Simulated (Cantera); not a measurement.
An adiabatic, constant-volume homogeneous reactor starts with C3H8 : O2 : N2 = 1 : 9.09 : 34.2 (molar parts), equivalence ratio 0.55, at 1598 K and 1.48 atm. Integrator tolerance rtol = 1e-08.

Model: GRI-Mech 3.0 (53 species, 325 reactions), integrated in Cantera. GRI-Mech 3.0 was tuned for natural gas; its chemistry of propane as a main component is partial and can be far from experiment.

What does this change do: pressure from 1.48 atm to 0.257 atm?


| quantity | before | after |
|---|---|---|
| time of steepest temperature rise | 24.1 µs | 89.1 µs |
| temperature at 1.00 s | 2726 K | 2621 K |
| equilibrium temperature | 2726 K | 2621 K |
| x(C3H8) at 1.00 s | <1e-12 (gas-phase equilibrium <1e-12) | <1e-12 (gas-phase equilibrium <1e-12) |
| x(O2) at 1.00 s | 0.0799 (gas-phase equilibrium 0.0799) | 0.0815 (gas-phase equilibrium 0.0815) |
| x(H) at 1.00 s | 0.00201 (gas-phase equilibrium 0.00201) | 0.00396 (gas-phase equilibrium 0.00396) |
| x(CH3) at 1.00 s | <1e-12 (gas-phase equilibrium <1e-12) | <1e-12 (gas-phase equilibrium <1e-12) |
| x(N2O) at 1.00 s | 1.74e-6 (gas-phase equilibrium 1.74e-6) | 6.06e-7 (gas-phase equilibrium 6.06e-7) |
